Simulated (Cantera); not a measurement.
Input (Python, Cantera):

```python
import numpy as np
import cantera as ct

gas = ct.Solution("gri30.yaml")
gas.TPX = 648, 100000, {'CH4': 1, 'O2': 3.45, 'N2': 32.8}
inlet = ct.Reservoir(gas, clone=True)
gas.equilibrate("HP")  # start burning
reactor = ct.IdealGasConstPressureReactor(gas, energy="on", clone=False)
exhaust = ct.Reservoir(gas, clone=True)
tau = [0.29, 0.13, 0.055, 0.024, 0.011, 0.0046, 0.002, 0.00087, 0.00038, 0.00017, 7.3e-05][0]
for a, b in ((inlet, reactor), (reactor, exhaust)):
    ct.MassFlowController(a, b, mdot=lambda t: reactor.mass / tau)
net = ct.ReactorNet([reactor])
show = ['CH4', 'O2', 'C2H4', 'N2O', 'NO2', 'HO2']

rows = []
print(f"{'tau/s':>10s}{'T/K':>9s}" + "".join(f"{s:>11s}" for s in show))
for tau in [0.29, 0.13, 0.055, 0.024, 0.011, 0.0046, 0.002, 0.00087, 0.00038, 0.00017, 7.3e-05]:
    net.initial_time = 0.0
    net.advance(30 * tau)
    before = gas.X
    net.advance(40 * tau)
    drift = np.max(np.abs(gas.X - before) / (gas.X + 1e-9))
    rows.append([gas.T, *gas[show].X, drift])
    print(f"{tau:10.3e}{gas.T:9.1f}" + "".join(f"{x:11.3e}" for x in gas[show].X))
```

Output:

```
     tau/s      T/K        CH4         O2       C2H4        N2O        NO2        HO2
 2.900e-01   1284.5  3.674e-05  3.914e-02  8.198e-08  7.818e-07  7.327e-09  3.503e-06
 1.300e-01   1281.3  6.428e-05  3.933e-02  1.414e-07  6.752e-07  4.560e-09  5.585e-06
 5.500e-02   1274.9  1.202e-04  3.972e-02  2.531e-07  5.363e-07  2.684e-09  8.937e-06
 2.400e-02   1261.9  2.391e-04  4.055e-02  5.207e-07  3.884e-07  1.664e-09  1.396e-05
 1.100e-02    648.0  2.685e-02  9.262e-02  7.510e-18  1.895e-20  6.522e-21  3.868e-15
 4.600e-03    648.0  2.685e-02  9.262e-02 -1.201e-19 -3.029e-22 -1.043e-22  1.581e-15
 2.000e-03    648.0  2.685e-02  9.262e-02 -8.251e-23 -2.058e-25 -7.166e-26  7.038e-16
 8.700e-04    648.0  2.685e-02  9.262e-02 -5.435e-26  3.842e-28 -4.721e-29  3.062e-16
 3.800e-04    648.0  2.685e-02  9.262e-02 -6.711e-29  1.349e-28 -5.950e-32  1.338e-16
 1.700e-04    648.0  2.685e-02  9.262e-02 -1.591e-31  4.356e-29 -3.796e-34  6.025e-17
 7.300e-05    648.0  2.685e-02  9.262e-02  3.882e-32  1.533e-29 -1.790e-36  2.583e-17
```

Cantera simulation using GRI-Mech 3.0 (53 species, 325 reactions); the numbers are that mechanism's predictions, not measurements.
